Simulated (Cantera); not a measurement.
What does this Cantera script print?

```python
import numpy as np
import cantera as ct

gas_names = [...]  # 109 gases of nasa_gas.yaml made of C, Cl, H, Si
cond_names = """
    C(gr) C6H6(L) C7H8(L) C8H18(L),n-octa Si(cr) Si(L) SiC(b)
""".split()


# ... load() reads the species with a 1 bar reference pressure and builds the phases ...
atoms = {
    '(CH3)2SiCl2': {'C': 2, 'H': 6, 'Si': 1, 'CL': 2},
    'C2H4': {'C': 2, 'H': 4},
    'H2': {'H': 2},
}
top_T = {'C(gr)': 4500, 'SiC(b)': 3050}  # K; cautious upper limits of use, not melting points


# ... equilibrate(T, P, feed) seeds the gas with the atoms and calls Mixture.equilibrate('TP', solver="vcs", rtol=1e-11, max_steps=5000) ...
results = []
feed = {'(CH3)2SiCl2': 1, 'C2H4': 0.87, 'H2': 88}  # mol
P = 1333.22  # Pa
for T in [1575, 1675, 1775, 1875, 1975, 2075, 2175, 2275, 2375, 2475, 2575]:
    mix = equilibrate(T, P, feed)
    results.append((T, P, feed, dict(zip(mix.species_names, mix.species_moles))))

top = {s: max(r[3][s] / sum(r[3][g] for g in gas_names) for r in results) for s in gas_names}
cols = sorted((s for s in top if top[s] > 0.001), key=lambda s: -top[s])[:9]
seen = [c for c in cond_names if any(r[3].get(c, 0) > 1e-12 for r in results)]
print("log10 of partial pressures in bar; condensed amounts in mol")
print(f"{'T/K':>10s}" + "".join(f"{s[:9]:>10s}" for s in cols + seen))
for T, P, feed, n in results:
    ng = sum(n[g] for g in gas_names)
    print(f"{T:10.4g}" + "".join(f"{np.log10(max(n[s] / ng * P / 1e5, 1e-99)):10.3f}" for s in cols)
          + "".join(f"{n.get(c, 0):10.4g}" for c in seen))
```

Result:

```
log10 of partial pressures in bar; condensed amounts in mol
       T/K        H2         H       HCL C2H2,acet        Si        CL      SiC2     C(gr)    SiC(b)
      1575    -1.885    -5.324    -3.547    -6.560    -9.257    -7.086   -11.750     2.735    0.9986
      1675    -1.885    -4.878    -3.547    -6.121    -8.234    -6.648   -10.412      2.73    0.9978
      1775    -1.886    -4.481    -3.549    -5.732    -7.327    -6.259    -9.228     2.716    0.9965
      1875    -1.887    -4.127    -3.551    -5.386    -6.518    -5.912    -8.172     2.688     0.993
      1975    -1.890    -3.809    -3.555    -5.077    -5.792    -5.600    -7.226      2.64      0.98
      2075    -1.895    -3.522    -3.562    -4.802    -5.137    -5.321    -6.374     2.579    0.9274
      2175    -1.905    -3.264    -3.575    -4.556    -4.543    -5.071    -5.602     2.566    0.7249
      2275    -1.922    -3.032    -3.597    -4.341    -4.002    -4.849    -4.900     2.823         0
      2375    -1.944    -2.823    -3.619    -4.151    -3.992    -4.644    -4.744     2.363         0
      2475    -1.977    -2.637    -3.655    -3.989    -4.010    -4.464    -4.628     1.717         0
      2575    -2.024    -2.473    -3.709    -3.857    -4.047    -4.310    -4.542    0.8574         0
```

Method: chemical equilibrium by Gibbs-energy minimisation in Cantera with the NASA 1993 tables (ideal gas, pure condensed phases). The feed counts by its element totals alone. The tables' values for SiCl are old estimates; treat these amounts as uncertain. Gases not in the tables: Si2H6 and higher silanes.
